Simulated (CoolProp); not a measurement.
The fluid at 430 K and 0.821 MPa flows at 0.76 m/s in a round tube of 25 mm bore and 0.25 µm roughness, fully developed (64/Re and Nu = 3.66 if laminar; Colebrook and Gnielinski if turbulent). The same conditions are run with several fluids, on thermodynamics alone (safety and materials aside).

Computed with CoolProp (reference Helmholtz-energy equation of state of each fluid (CH2F2 (R32): Tillner-Roth 1997; R123: Younglove 1994; ethane: Bücker 2006; R134a: Tillner-Roth 1994; n-butane: Bücker 2006)).

Problem. Rank CH2F2 (R32), R123, ethane, R134a, n-butane by Reynolds number, highest first.

Solution. R123 (48700), R134a (27300), n-butane (25400), CH2F2 (R32) (12200), ethane (10200)

| fluid | Darcy friction factor | pressure drop (Pa/m) | heat-transfer coefficient (W/(m² K)) | mass flow (kg/h) |
|---|---|---|---|---|
| CH2F2 (R32) | 0.0293 | 4.15 | 38.8 | 16.5 |
| R123 | 0.0210 | 9.52 | 74.7 | 52.6 |
| ethane | 0.0308 | 2.50 | 50.5 | 9.45 |
| R134a | 0.0240 | 6.80 | 66.0 | 32.9 |
| n-butane | 0.0245 | 4.07 | 85.6 | 19.4 |

Transport values come from each fluid's own correlations; those of CH2F2 (R32), R134a are estimates that may be off by 10 % or more.
